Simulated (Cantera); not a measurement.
Input (Python, Cantera) and output of one run.

```python
import numpy as np
import cantera as ct

gas_names = """
    Fe H H2 H2S N NH NH2 NH3 N2 N2H2 N2H4 S SH SN S2 S8
""".split()
cond_names = """
    Fe(a) Fe(c) Fe(d) Fe(L) FeS(a) FeS(b) FeS(c) FeS(L) FeS2(s) S(cr1) S(cr2) S(L)
""".split()


# ... load() reads the species with a 1 bar reference pressure and builds the phases ...
atoms = {
    'FeS': {'Fe': 1, 'S': 1},
    'H2': {'H': 2},
    'N2': {'N': 2},
}
top_T = {'FeS2(s)': 1010}  # K; cautious upper limits of use, not melting points


# ... equilibrate(T, P, feed) seeds the gas with the atoms and calls Mixture.equilibrate('TP', solver="vcs", rtol=1e-11, max_steps=5000) ...
results = []
feed = {'FeS': 1, 'H2': 550, 'N2': 1.5}  # mol
P = 15  # Pa
for T in [1075, 1175, 1275, 1375, 1475, 1575, 1675, 1775, 1875]:
    mix = equilibrate(T, P, feed)
    results.append((T, P, feed, dict(zip(mix.species_names, mix.species_moles))))

top = {s: max(r[3][s] / sum(r[3][g] for g in gas_names) for r in results) for s in gas_names}
cols = sorted((s for s in top if top[s] > 1e-05), key=lambda s: -top[s])[:9]
seen = [c for c in cond_names if any(r[3].get(c, 0) > 1e-12 for r in results)]
print("log10 of partial pressures in bar; condensed amounts in mol")
print(f"{'T/K':>10s}" + "".join(f"{s[:9]:>10s}" for s in cols + seen))
for T, P, feed, n in results:
    ng = sum(n[g] for g in gas_names)
    print(f"{T:10.4g}" + "".join(f"{np.log10(max(n[s] / ng * P / 1e5, 1e-99)):10.3f}" for s in cols)
          + "".join(f"{n.get(c, 0):10.4g}" for c in seen))
```

It prints:

```
log10 of partial pressures in bar; condensed amounts in mol
       T/K        H2         H        N2        Fe       H2S         S        SH        S2     Fe(a)     Fe(c)
      1075    -3.826    -9.746    -6.389   -12.346    -6.569   -11.921    -9.276    -9.096         1         0
      1175    -3.826    -8.824    -6.389   -10.677    -6.583   -10.667    -8.609    -8.379    0.9999         0
      1275    -3.826    -8.045    -6.389    -9.277    -6.630    -9.644    -8.081    -7.841         0    0.9981
      1375    -3.826    -7.378    -6.390    -8.086    -6.729    -8.827    -7.689    -7.500         0    0.9698
      1475    -3.826    -6.800    -6.390    -7.059    -6.877    -8.183    -7.412    -7.329         0    0.6783
      1575    -3.828    -6.295    -6.391    -6.567    -7.062    -7.674    -7.225    -7.287         0         0
      1675    -3.831    -5.850    -6.393    -6.569    -7.279    -7.279    -7.115    -7.357         0         0
      1775    -3.837    -5.457    -6.396    -6.572    -7.542    -6.995    -7.086    -7.553         0         0
      1875    -3.850    -5.108    -6.402    -6.578    -7.863    -6.818    -7.141    -7.883         0         0
```

Method: chemical equilibrium by Gibbs-energy minimisation in Cantera with the NASA 1993 tables (ideal gas, pure condensed phases). Gases not in the tables: S3 to S7.
